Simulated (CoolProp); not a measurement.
Vapour-liquid equilibrium of carbon dioxide (1) + n-butane (2) at 223.2 K; x and y are mole fractions of (1).

Model: multi-fluid Helmholtz-energy mixture model, Span 1996 and Bücker 2006; pair parameters Kunz 2012, in CoolProp.

```
x     bubble pressure, mixture model (kPa)  bubble pressure, Raoult's law (kPa)  y, mixture model  y, Raoult's law
----  ------------------------------------  -----------------------------------  ----------------  ---------------
0.05                                 102.0                                43.21               ___            0.791
0.15                                 268.0                                110.6               ___            0.927
0.25                                   ___                                178.1               ___            0.960
0.35                                 468.5                                245.5               ___            0.975
0.45                                 513.5                                312.9             0.984            0.983
0.55                                 539.6                                380.3               ___            0.989
0.65                                 558.7                                447.7               ___            0.993
0.75                                 579.6                                515.2             0.988            0.995
0.85                                   ___                                582.6             0.990            0.998
0.95                                 653.2                                650.0             0.995            0.999
```

Question: Complete the blanks.

Answer: 
- 0.05, y, mixture model: 0.908
- 0.15, y, mixture model: 0.966
- 0.25, bubble pressure, mixture model (kPa): 390.6
- 0.25, y, mixture model: 0.977
- 0.35, y, mixture model: 0.982
- 0.55, y, mixture model: 0.985
- 0.65, y, mixture model: 0.986
- 0.85, bubble pressure, mixture model (kPa): 608.9

The largest gap from Raoult's law is +142.3 % in bubble pressure, at x = 0.15. No azeotrope shows between x = 0.05 and 0.95.

The pair parameters rest on a limited set of measurements; away from them the model extrapolates. With so large a gap from Raoult's law the liquid may split in two, which this calculation doesn't test in full.
